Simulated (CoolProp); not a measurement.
Values from CoolProp's reference Helmholtz-energy equation of state, Lemmon 2006. It is a short technical equation, of lower accuracy than the large ones.

Task: Give the vapour pressure (MPa), liquid density (kg/m³), vapour density (kg/m³), surface tension (mN/m) of saturated R142b at -29.25, -19.15 °C.

Result: 
```tsv
T (°C)	p (MPa)	liquid density (kg/m³)	vapour density (kg/m³)	surface tension (mN/m)
-29.25	0.0414	1240	2.10	18.6
-19.15	0.0662	1220	3.25	17.2
```

Surface tension comes from a separate correlation (Mulero 2012).
